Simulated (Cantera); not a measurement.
## Premixed flame

A freely propagating, adiabatic, planar premixed flame of CH₄ : O₂ : N₂ = 1 : 1.54 : 5.38 (molar parts), unburnt at 525 K and 0.671 atm; mixture-averaged transport, grid criteria slope 0.08 and curve 0.16, no radiation.

Model: GRI-Mech 3.0 (53 species, 325 reactions), integrated in Cantera. Burning velocities carry a grid error of a few per cent, more on coarse grids.

```json
[
 {"z (mm)": "-1.53", "T (K)": "525", "u (m/s)": "0.967", "x CH₄": "0.126", "x O₂": "0.194", "x NO": "<1e-8", "x H": "<1e-8", "x CH₂O": "1.07e-7", "x CH₃": "2.39e-8"},
 {"z (mm)": "-1.02", "T (K)": "528", "u (m/s)": "0.976", "x CH₄": "0.125", "x O₂": "0.193", "x NO": "<1e-8", "x H": "<1e-8", "x CH₂O": "1.88e-6", "x CH₃": "2.83e-7"},
 {"z (mm)": "-0.767", "T (K)": "539", "u (m/s)": "1.00", "x CH₄": "0.124", "x O₂": "0.192", "x NO": "5.19e-8", "x H": "<1e-8", "x CH₂O": "1.27e-5", "x CH₃": "1.49e-6"},
 {"z (mm)": "-0.511", "T (K)": "627", "u (m/s)": "1.18", "x CH₄": "0.116", "x O₂": "0.184", "x NO": "5.78e-7", "x H": "2.05e-6", "x CH₂O": "0.000146", "x CH₃": "1.90e-5"},
 {"z (mm)": "-0.256", "T (K)": "1097", "u (m/s)": "2.11", "x CH₄": "0.0795", "x O₂": "0.143", "x NO": "5.73e-6", "x H": "0.000168", "x CH₂O": "0.000945", "x CH₃": "0.000811"},
 {"z (mm)": "-0.128", "T (K)": "1516", "u (m/s)": "2.97", "x CH₄": "0.0432", "x O₂": "0.0965", "x NO": "1.28e-5", "x H": "0.00103", "x CH₂O": "0.00121", "x CH₃": "0.00377"},
 {"z (mm)": "0", "T (K)": "1883", "u (m/s)": "3.73", "x CH₄": "0.0119", "x O₂": "0.0469", "x NO": "2.50e-5", "x H": "0.00414", "x CH₂O": "0.000699", "x CH₃": "0.00450"},
 {"z (mm)": "0.128", "T (K)": "2057", "u (m/s)": "4.09", "x CH₄": "0.00148", "x O₂": "0.0179", "x NO": "4.35e-5", "x H": "0.00831", "x CH₂O": "0.000190", "x CH₃": "0.00128"},
 {"z (mm)": "0.256", "T (K)": "2106", "u (m/s)": "4.17", "x CH₄": "0.000120", "x O₂": "0.00704", "x NO": "6.12e-5", "x H": "0.0108", "x CH₂O": "2.55e-5", "x CH₃": "0.000155"},
 {"z (mm)": "0.511", "T (K)": "2129", "u (m/s)": "4.20", "x CH₄": "8.01e-7", "x O₂": "0.00253", "x NO": "7.92e-5", "x H": "0.0118", "x CH₂O": "2.45e-7", "x CH₃": "1.35e-6"},
 {"z (mm)": "1.02", "T (K)": "2149", "u (m/s)": "4.23", "x CH₄": "<1e-8", "x O₂": "0.00172", "x NO": "8.86e-5", "x H": "0.0109", "x CH₂O": "<1e-8", "x CH₃": "<1e-8"},
 {"z (mm)": "2.04", "T (K)": "2176", "u (m/s)": "4.28", "x CH₄": "<1e-8", "x O₂": "0.00127", "x NO": "9.37e-5", "x H": "0.00913", "x CH₂O": "<1e-8", "x CH₃": "<1e-8"},
 {"z (mm)": "4.09", "T (K)": "2207", "u (m/s)": "4.33", "x CH₄": "<1e-8", "x O₂": "0.000803", "x NO": "9.94e-5", "x H": "0.00695", "x CH₂O": "<1e-8", "x CH₃": "<1e-8"}
]
```
x: mole fraction of selected species; z is measured from the peak of heat release.

- laminar burning velocity: 96.5 cm/s
- thermal thickness: 0.511 mm
- peak x(H): 0.0118
- peak x(CH₂O): 0.00122
- peak x(CH₃): 0.00508
- grid points: 151
